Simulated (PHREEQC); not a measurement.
A solution holds 0.0012 mol MgSO4, 0.00092 mol NaHCO3 and 0.25 mol MgCl2 per kg of water, at 85 °C. Closed to the air; pH follows from the charge balance.

Equilibrium calculation in PHREEQC: ion-association model, phreeqc.dat.

This is a speciation only: nothing precipitates in the calculation.

Q: Order these C species by the share of C that they hold, largest first: MgHCO3+, CO2, HCO3-, MgCO3.

A: MgHCO3+ (50 %), HCO3- (37 %), CO2 (13 %), MgCO3 (0.78 %)

The pH is 6.56 and the ionic strength 0.750 mol/kgw. Caution: at this ionic strength the ion-association model is outside its range; a Pitzer model would be the better tool where its parameters exist. Species that the database lacks are ignored. Away from 25 °C the constants follow the database's enthalpies or fits; those with neither stay at their 25 °C values.
